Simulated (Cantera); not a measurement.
# Adiabatic ignition

An adiabatic, constant-pressure homogeneous reactor starts with CH4 : O2 : N2 = 1 : 1.43 : 4.43 (molar parts), equivalence ratio 1.4, at 1350 K and 1.50 bar.

Cantera simulation using GRI-Mech 3.0 (53 species, 325 reactions); the numbers are that mechanism's predictions, not measurements.

| t (s) | T (K) | x CH4 | x O2 | x CO | x C2H6 | x CH2 | x H2 |
|---|---|---|---|---|---|---|---|
| 2.00e-6 | 1350 | 0.146 | 0.208 | <1e-12 | <1e-12 | <1e-12 | 2.65e-9 |
| 5.22e-6 | 1350 | 0.146 | 0.208 | <1e-12 | 2.53e-12 | <1e-12 | 7.80e-9 |
| 1.36e-5 | 1350 | 0.146 | 0.208 | 6.47e-12 | 4.85e-11 | <1e-12 | 2.29e-8 |
| 3.56e-5 | 1350 | 0.146 | 0.208 | 1.28e-10 | 1.03e-9 | <1e-12 | 7.57e-8 |
| 9.28e-5 | 1350 | 0.146 | 0.208 | 3.17e-9 | 2.95e-8 | <1e-12 | 3.50e-7 |
| 0.000242 | 1350 | 0.146 | 0.208 | 1.19e-7 | 1.22e-6 | 5.55e-12 | 2.80e-6 |
| 0.000632 | 1350 | 0.146 | 0.208 | 4.52e-6 | 2.84e-5 | 3.16e-11 | 2.33e-5 |
| 0.00165 | 1354 | 0.145 | 0.208 | 9.10e-5 | 0.000205 | 9.47e-11 | 0.000161 |
| 0.00431 | 1438 | 0.127 | 0.194 | 0.00609 | 0.00228 | 1.50e-8 | 0.00537 |
| 0.0112 | 2767 | <1e-12 | 0.00204 | 0.0931 | <1e-12 | <1e-12 | 0.0646 |
| 0.0294 | 2767 | <1e-12 | 0.00204 | 0.0931 | <1e-12 | <1e-12 | 0.0646 |
| 0.0766 | 2767 | <1e-12 | 0.00204 | 0.0931 | <1e-12 | <1e-12 | 0.0646 |
| 0.200 | 2767 | <1e-12 | 0.00204 | 0.0931 | <1e-12 | <1e-12 | 0.0646 |
x: mole fraction; the columns are a selection and need not sum to one.

The time of steepest temperature rise is 4.62 ms and the temperature at 0.200 s is 2767 K. The equilibrium temperature comes out as 2767 K and the x(CH4) at 0.200 s is <1e-12 (gas-phase equilibrium <1e-12). The x(O2) at 0.200 s is 0.00204 (gas-phase equilibrium 0.00204) and the x(CO) at 0.200 s is 0.0931 (gas-phase equilibrium 0.0931).
